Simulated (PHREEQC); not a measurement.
A solution holds 0.0017 mol/kgw H2SO4 and 3.2e-05 mol/kgw ZnSO4, at 25 °C. Closed to the air; pH follows from the charge balance.

Computed with PHREEQC (ion-association model, phreeqc.dat).

| quantity | before | after |
|---|---|---|
| pH | 2.54 | 3.49 |
| ionic strength (mol/kgw) | 0.00457 | 0.000513 |
| SO4-2 (mol/kgw) | 0.00141 | 0.000168 |
| HSO4- (mol/kgw) | 0.000319 | 4.95e-6 |
| Zn+2 (mol/kgw) | 2.69e-5 | 3.10e-6 |
| ZnSO4 (mol/kgw) | 5.01e-6 | 9.95e-8 |

Problem. Which change was made?
A. diluted 100-fold with water
B. 0.00028 mol/kgw HNO3 added
C. diluted 10-fold with water
D. temperature from 25 to 75 °C
E. ZnSO4 from 3.2e-05 to 1.6e-05 mol/kgw

Solution. C, diluted 10-fold with water

No solid was allowed to form.
